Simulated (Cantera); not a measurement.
Feed: 1 mol SiH4, a varied amount of N2, held at 823 K and 158 Torr.

Cantera equilibrium calculation (NASA polynomials, part measured and part estimated; ideal gas, pure solids and liquids). Candidate condensed phases: Si, Si3N4; 18 gas species. N2 is the only nitrogen source here; it is nearly inert below about 1500 K, so the nitride shown seldom forms there in practice. The numbers say what is thermodynamically allowed, not how fast it happens.

Question: Which condensed phases are stable at each of these points (n(N2) (mol)): 0.28, 0.37, 0.48, 0.62, 0.81, 1, 1.4, 1.8?

Answer: 
```tsv
n(N2) (mol)	condensed phases	Si condensed (%)
0.28	Si(s) + Si3N4(s)	100.0
0.37	Si(s) + Si3N4(s)	100.0
0.48	Si(s) + Si3N4(s)	100.0
0.62	Si(s) + Si3N4(s)	100.0
0.81	Si3N4(s)	100.0
1	Si3N4(s)	100.0
1.4	Si3N4(s)	100.0
1.8	Si3N4(s)	100.0
```

From 0.28 mol N2 to 0.62 mol N2 the condensed part is Si(s) + Si3N4(s). From 0.81 mol N2 to 1.8 mol N2 the condensed part is Si3N4(s).
